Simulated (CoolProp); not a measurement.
Saturation properties of carbon monoxide (Tc = -140.3 °C, pc = 3.498 MPa, ω = 0.050).

Values from CoolProp's reference Helmholtz-energy equation of state, Lemmon 2006. It is a short technical equation, of lower accuracy than the large ones.

| T (°C) | p (MPa) | enthalpy of vaporisation (kJ/kg) | liquid cp (kJ/(kg K)) |
|---|---|---|---|
| -172.55 | 0.5689 | 183.0 | 2.316 |
| -169.55 | 0.7039 | 176.6 | 2.375 |
| -166.55 | 0.8605 | 169.7 | 2.449 |
| -163.55 | 1.041 | 162.1 | 2.544 |
| -160.65 | 1.239 | 154.1 | 2.662 |
| -157.65 | 1.471 | 144.9 | 2.824 |
| -154.65 | 1.734 | 134.6 | 3.051 |
| -151.65 | 2.028 | 122.8 | 3.391 |
| -148.75 | 2.346 | 109.3 | 3.938 |
| -145.75 | 2.712 | 92.10 | 5.094 |
| -142.75 | 3.122 | 67.81 | 9.106 |

It boils at -191.5 °C under 1 atm.
